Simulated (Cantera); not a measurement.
Cantera run:

```python
import numpy as np
import cantera as ct

gas_names = """
    C CH CH2 CH3 CH2OH CH3O CH4 CH3OH CO CO2 COOH C2 C2H CHCO,ketyl C2H2,acetylene C2H2,vinylidene
    CH2CO,ketene C2H3,vinyl CH3CO,acetyl C2H4 C2H4O,ethylen CH3CHO,ethanal CH3COOH (HCOOH)2 C2H5 C2H6
    CH3OCH3 C2H5OH C2O C3 C3H3,propargyl C3H4,allene C3H4,propyne C3H4,cyclo- C3H5,allyl C3H6,propylene
    C3H6,cyclo- C3H6O C3H7,n-propyl C3H7,i-propyl C3H8 C3H8O,1propanol C3H8O,2propanol C3O2 C4 C4H2
    C4H4,1,3-cyclo- C4H6,butadiene C4H6,2-butyne C4H6,cyclo- C4H8,1-butene C4H8,cis2-buten
    C4H8,tr2-butene C4H8,isobutene C4H8,cyclo- (CH3COOH)2 C4H9,n-butyl C4H9,i-butyl C4H9,s-butyl
    C4H9,t-butyl C4H10,isobutane C4H10,n-butane C5 C5H6,1,3cyclo- C5H8,cyclo- C5H10,1-pentene
    C5H10,cyclo- C5H11,pentyl C5H11,t-pentyl C5H12,n-pentane C5H12,i-pentane CH3C(CH3)2CH3 C6H2
    C6H5,phenyl C6H5O,phenoxy C6H6 C6H5OH,phenol C6H10,cyclo- C6H12,1-hexene C6H12,cyclo- C6H13,n-hexyl
    C7H7,benzyl C7H8 C7H8O,cresol C7H14,1-heptene C7H15,n-heptyl C7H16,n-heptane C8H8,styrene
    C8H10,ethylbenz C8H16,1-octene C8H17,n-octyl C8H18,isooctane C8H18,n-octane C9H19,n-nonyl
    C10H8,naphthale C10H21,n-decyl C12H9,o-bipheny C12H10,bipheny H HCO HO2 H2 HCHO,formaldehy HCOOH H2O
    H2O2 O OH O2 O3
""".split()
cond_names = """
    C(gr) C6H6(L) C7H8(L) C8H18(L),n-octa H2O(s) H2O(L)
""".split()


def load(file, names, dense=False):
    # The tables refer to 1 bar. Condensed volumes are neglected.
    table = {s.name: s for s in ct.Species.list_from_file(file)}
    out = []
    for n in names:
        d = dict(table[n].input_data)
        d["thermo"] = dict(d["thermo"], **{"reference-pressure": 1e5})
        if dense:
            d["equation-of-state"] = {"model": "constant-volume", "density": "1e6 g/cm^3"}
        out.append(ct.Species.from_dict(d))
    return out


gas = ct.Solution(thermo="ideal-gas", species=load("nasa_gas.yaml", gas_names))
cond = {s.name: ct.Solution(thermo="fixed-stoichiometry", species=[s], name=s.name)
        for s in load("nasa_condensed.yaml", cond_names, dense=True)}
atoms = {
    'C6H6': {'C': 6, 'H': 6},
    'CO2': {'C': 1, 'O': 2},
}
top_T = {'C(gr)': 4500}  # K; cautious upper limits of use, not melting points


def equilibrate(T, P, feed):
    n = {}
    for name, mol in feed.items():
        for a, k in atoms[name].items():
            n[a] = n.get(a, 0.0) + k * mol
    gas.TPX = T, P, n
    mass = sum(n.values()) * gas.mean_molecular_weight
    gas.equilibrate("TP")
    valid = [c for c in cond.values() if c.min_temp <= T <= top_T.get(c.name, c.max_temp)]
    mix = ct.Mixture([(gas, mass / gas.mean_molecular_weight)] + [(c, 0.0) for c in valid])
    mix.T, mix.P = T, P
    mix.equilibrate("TP", solver="vcs", rtol=1e-11, max_steps=5000)
    return mix


results = []
feed = {'C6H6': 1, 'CO2': 4.2}  # mol
T = 650  # K
for P in [10, 160, 2500, 40000, 630000, 10000000]:
    mix = equilibrate(T, P, feed)
    results.append((T, P, feed, dict(zip(mix.species_names, mix.species_moles))))

top = {s: max(r[3][s] / sum(r[3][g] for g in gas_names) for r in results) for s in gas_names}
cols = sorted((s for s in top if top[s] > 1e-05), key=lambda s: -top[s])[:5]
seen = [c for c in cond_names if any(r[3].get(c, 0) > 1e-12 for r in results)]
print("log10 of partial pressures in bar; condensed amounts in mol")
print(f"{'P/Pa':>10s}" + "".join(f"{s[:9]:>10s}" for s in cols + seen))
for T, P, feed, n in results:
    ng = sum(n[g] for g in gas_names)
    print(f"{P:10.4g}" + "".join(f"{np.log10(max(n[s] / ng * P / 1e5, 1e-99)):10.3f}" for s in cols)
          + "".join(f"{n.get(c, 0):10.4g}" for c in seen))
```

Output:

```
log10 of partial pressures in bar; condensed amounts in mol
      P/Pa       CO2       H2O        H2        CO       CH4     C(gr)
        10    -4.462    -5.599    -4.475    -4.531    -7.535     4.877
       160    -3.103    -3.756    -3.311    -3.851    -5.207     6.049
      2500    -1.883    -2.191    -2.356    -3.241    -3.298     6.615
     4e+04    -0.677    -0.835    -1.604    -2.638    -1.792     6.823
   6.3e+05     0.521     0.407    -0.961    -2.039    -0.506     6.876
     1e+07     1.722     1.619    -0.349    -1.439     0.718     6.889
```

These are equilibrium values from Cantera (NASA tables, ideal gas, pure condensed phases), not measurements of a reactor. The ideal-gas law is rough above about 30 bar.
